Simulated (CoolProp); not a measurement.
Vapour-liquid equilibrium of R134a (1) + R123 (2) at 0.252 MPa; x and y are mole fractions of (1).

Model: multi-fluid Helmholtz-energy mixture model, Tillner-Roth 1994 and Younglove 1994; pair parameters Bell 2016, in CoolProp.

| x | bubble temperature, mixture model (K) | bubble temperature, Raoult's law (K) | y, mixture model | y, Raoult's law |
|---|---|---|---|---|
| 0.05 | 319.9 | 321.1 | 0.260 | 0.248 |
| 0.2 | 300.9 | 304.5 | 0.655 | 0.635 |
| 0.35 | 289.7 | 293.5 | 0.808 | 0.802 |
| 0.5 | 282.6 | 285.5 | 0.882 | 0.889 |
| 0.65 | 277.6 | 279.4 | 0.926 | 0.940 |
| 0.8 | 273.7 | 274.4 | 0.959 | 0.973 |
| 0.95 | 270.2 | 270.3 | 0.989 | 0.994 |

The largest gap from Raoult's law is -3.8 K in bubble temperature, at x = 0.35. No azeotrope shows between x = 0.05 and 0.95.

The pair parameters rest on a limited set of measurements; away from them the model extrapolates.
